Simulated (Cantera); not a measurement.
Input (Python, Cantera) and output of one run.

```python
import numpy as np
import cantera as ct

gas_names = """
    CL CL2 H HCL H2 Si SiCL SiCL2 SiCL3 SiCL4 SiH SiHCL3 SiH2 SiH2CL2 SiH3 SiH3CL SiH4 Si2 Si3
""".split()
cond_names = """
    Si(cr) Si(L)
""".split()


def load(file, names, dense=False):
    # The tables refer to 1 bar. Condensed volumes are neglected.
    table = {s.name: s for s in ct.Species.list_from_file(file)}
    out = []
    for n in names:
        d = dict(table[n].input_data)
        d["thermo"] = dict(d["thermo"], **{"reference-pressure": 1e5})
        if dense:
            d["equation-of-state"] = {"model": "constant-volume", "density": "1e6 g/cm^3"}
        out.append(ct.Species.from_dict(d))
    return out


gas = ct.Solution(thermo="ideal-gas", species=load("nasa_gas.yaml", gas_names))
cond = {s.name: ct.Solution(thermo="fixed-stoichiometry", species=[s], name=s.name)
        for s in load("nasa_condensed.yaml", cond_names, dense=True)}
atoms = {
    'SiH2Cl2': {'Si': 1, 'H': 2, 'CL': 2},
    'H2': {'H': 2},
}
top_T = {}  # K; cautious upper limits of use, not melting points


def equilibrate(T, P, feed):
    n = {}
    for name, mol in feed.items():
        for a, k in atoms[name].items():
            n[a] = n.get(a, 0.0) + k * mol
    gas.TPX = T, P, n
    mass = sum(n.values()) * gas.mean_molecular_weight
    gas.equilibrate("TP")
    valid = [c for c in cond.values() if c.min_temp <= T <= top_T.get(c.name, c.max_temp)]
    mix = ct.Mixture([(gas, mass / gas.mean_molecular_weight)] + [(c, 0.0) for c in valid])
    mix.T, mix.P = T, P
    mix.equilibrate("TP", solver="vcs", rtol=1e-11, max_steps=5000)
    return mix


results = []
feed = {'SiH2Cl2': 1, 'H2': 3}  # mol
T = 1175  # K
for P in [100, 300, 880, 2600, 7700, 23000, 68000, 200000]:
    mix = equilibrate(T, P, feed)
    results.append((T, P, feed, dict(zip(mix.species_names, mix.species_moles))))

top = {s: max(r[3][s] / sum(r[3][g] for g in gas_names) for r in results) for s in gas_names}
cols = sorted((s for s in top if top[s] > 0.001), key=lambda s: -top[s])[:7]
seen = [c for c in cond_names if any(r[3].get(c, 0) > 1e-12 for r in results)]
print("log10 of partial pressures in bar; condensed amounts in mol")
print(f"{'P/Pa':>10s}" + "".join(f"{s[:9]:>10s}" for s in cols + seen))
for T, P, feed, n in results:
    ng = sum(n[g] for g in gas_names)
    print(f"{P:10.4g}" + "".join(f"{np.log10(max(n[s] / ng * P / 1e5, 1e-99)):10.3f}" for s in cols)
          + "".join(f"{n.get(c, 0):10.4g}" for c in seen))
```

Result:

```
log10 of partial pressures in bar; condensed amounts in mol
      P/Pa        H2       HCL     SiCL4     SiCL2    SiHCL3     SiCL3   SiH2CL2    Si(cr)
       100    -3.124    -3.839    -4.625    -4.196    -5.537    -4.906    -7.341    0.5026
       300    -2.634    -3.427    -3.956    -3.862    -4.791    -4.404    -6.518     0.517
       880    -2.155    -3.040    -3.365    -3.566    -4.108    -3.961    -5.743    0.5238
      2600    -1.675    -2.662    -2.817    -3.292    -3.457    -3.549    -4.988    0.5224
      7700    -1.195    -2.294    -2.301    -3.034    -2.830    -3.162    -4.251    0.5142
   2.3e+04    -0.714    -1.930    -1.806    -2.787    -2.218    -2.791    -3.523    0.5011
   6.8e+04    -0.240    -1.575    -1.336    -2.552    -1.629    -2.439    -2.813    0.4846
     2e+05     0.231    -1.227    -0.886    -2.327    -1.056    -2.101    -2.117    0.4653
```

Method: chemical equilibrium by Gibbs-energy minimisation in Cantera with the NASA 1993 tables (ideal gas, pure condensed phases). The tables' values for SiCl3 are old estimates; treat these amounts as uncertain.
